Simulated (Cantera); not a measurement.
Input: 1 mol SiHCl3, 0.48 mol Cl2, 11 mol H2, equilibrated at 1225 K and 42.0 mbar.

Cantera equilibrium calculation (NASA polynomials, part measured and part estimated; ideal gas, pure solids and liquids). The tables' values for SiCl3 are old estimates; treat these amounts as uncertain. The numbers say what is thermodynamically allowed, not how fast it happens.

```
species       before     after
----------  --------  --------
H2             0.843     0.826
HCl           0.0860     0.105
SiCl2         0.0214    0.0323
SiCl4         0.0305    0.0222
SiH2Cl2     0.000382  0.000180
SiHCl3       0.00934   0.00546
SiCl3        0.00909   0.00952
Si(s), mol    0.0874    0.0903
```
Gas species are given as mole fractions.

**Question.** What was changed between the two runs?
A) Cl2 from 0.48 to 0.064 mol
B) pressure from 42.0 mbar to 13.3 mbar
C) temperature from 1225 K to 1098.15 K
D) Cl2 from 0.48 to 0.04 mol

**Answer.** B, pressure from 42.0 mbar to 13.3 mbar
